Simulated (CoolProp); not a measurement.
A closed Brayton cycle with carbon dioxide: compressor inlet 327.15 K and 9.3 MPa, high pressure 32 MPa, turbine inlet 665 K, compressor efficiency 0.8, turbine efficiency 0.85, recuperator effectiveness 0.95 (on enthalpy, no pinch check). Each further row changes one setting.

Model: reference Helmholtz-energy equation of state, Span 1996, in CoolProp.

```tsv
case	thermal efficiency (%)	net work (kJ/kg)	compressor to turbine work	compressor exit (K)	turbine exit (K)
as stated	22.1	46.9	0.59	426.2	539.9
turbine inlet 615 K	17.7	34.9	0.66	426.2	494.2
compressor inlet 337.15 K	18.6	37.1	0.68	447.6	539.9
high pressure 27.2 MPa	23.1	45.2	0.56	412.6	556.0
recuperator effectiveness 0.5	17.2	46.9	0.59	426.2	539.9
```
